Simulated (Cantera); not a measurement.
Mixture: 10.3 % CO, 14.4 % H2, 9.52 % O2, 65.7 % N2, at 518 Torr, adiabatic and at constant pressure. Ignition delay is the time to a rise of 400 K.

Detailed kinetics in Cantera: GRI-Mech 3.0 (53 species, 325 reactions). Where the delays flatten at high temperature, the 400 K rule measures the pace of heat release, not the induction time.

Task: Predict: delay at 1125 K; delay at 1225 K; delay at 1325 K; delay at 1425 K; delay at 1525 K.

Result: delay at 1125 K: 0.182 ms
delay at 1225 K: 0.117 ms
delay at 1325 K: 90.1 µs
delay at 1425 K: 79.8 µs
delay at 1525 K: 78.8 µs
